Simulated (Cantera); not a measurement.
Cantera run, input and output.

```python
import numpy as np
import cantera as ct

gas = ct.Solution("gri30.yaml")
gas.TPX = 2000, 200000, {'CH4': 1, 'H2O': 0.56}
reactor = ct.IdealGasConstPressureReactor(gas, energy="off", clone=False)
net = ct.ReactorNet([reactor])
net.rtol, net.atol = 1e-08, 1e-18
show = ['CH4', 'H2O', 'H', 'C2H4', 'C2H2', 'HCO', 'CH2O']
times = np.geomspace(5e-06, 300, 10)

steps = ct.SolutionArray(gas, extra=["t"])
rows = []
print(f"{'t/s':>10s}{'T/K':>9s}{'P/Pa':>11s}" + "".join(f"{s:>11s}" for s in show))
for t in times:
    while net.time < t:
        t_next = net.step()
        steps.append(gas.state, t=t_next)
    rows.append([np.interp(t, steps.t, y) for y in (steps.T, steps.P, *steps(*show).X.T)])
    print(f"{t:10.3e}{rows[-1][0]:9.1f}{rows[-1][1]:11.4g}" + "".join(f"{x:11.3e}" for x in rows[-1][2:]))
rate = np.gradient(steps.T, steps.t)
print("integrator steps:", len(steps.t))
if steps.T.max() > steps.T[0] + 200:
    print(f"time of steepest temperature rise: {steps.t[rate.argmax()]:.4e} s")
gas.TPX = 2000, 200000, {'CH4': 1, 'H2O': 0.56}
gas.equilibrate("TP")
print(f"equilibrium (TP): T = {gas.T:.1f} K  " + "  ".join(f"{s} {gas[s].X[0]:.3e}" for s in show))
```

It prints:

```
       t/s      T/K       P/Pa        CH4        H2O          H       C2H4       C2H2        HCO       CH2O
 5.000e-06   2000.0      2e+05  6.134e-01  3.556e-01  7.385e-05  3.065e-03  1.325e-04  1.105e-07  2.986e-05
 3.658e-05   2000.0      2e+05  3.608e-01  3.052e-01  4.364e-04  3.244e-02  5.185e-02  5.993e-07  7.598e-05
 2.676e-04   2000.0      2e+05  1.071e-01  2.334e-01  7.394e-04  3.074e-03  1.532e-01  1.444e-07  1.350e-05
 1.957e-03   2000.0      2e+05  2.679e-02  1.734e-01  9.211e-04  1.385e-03  1.574e-01  6.034e-08  2.630e-06
 1.432e-02   2000.0      2e+05  1.391e-02  6.446e-02  9.762e-04  9.650e-04  1.016e-01  9.365e-08  4.713e-07
 1.048e-01   2000.0      2e+05  5.493e-03  1.840e-03  9.993e-04  6.829e-04  6.851e-02  1.273e-07  1.120e-07
 7.663e-01   2000.0      2e+05  5.095e-03  2.848e-06  9.999e-04  6.746e-04  6.759e-02  1.284e-07  1.094e-07
 5.606e+00   2000.0      2e+05  5.095e-03  2.848e-06  9.999e-04  6.746e-04  6.759e-02  1.284e-07  1.094e-07
 4.101e+01   2000.0      2e+05  5.095e-03  2.848e-06  9.999e-04  6.746e-04  6.759e-02  1.284e-07  1.094e-07
 3.000e+02   2000.0      2e+05  5.095e-03  2.848e-06  9.999e-04  6.746e-04  6.759e-02  1.284e-07  1.094e-07
integrator steps: 1787
equilibrium (TP): T = 2000.0 K  CH4 5.095e-03  H2O 2.865e-06  H 9.999e-04  C2H4 6.746e-04  C2H2 6.759e-02  HCO 1.284e-07  CH2O 1.094e-07
```

Detailed kinetics in Cantera: GRI-Mech 3.0 (53 species, 325 reactions). GRI-Mech 3.0 stops at C3 and has no aromatics, soot or wall deposition, so with more carbon than oxygen in the feed, carbon stays in small species such as C2H2 where larger ones or solid carbon would form.
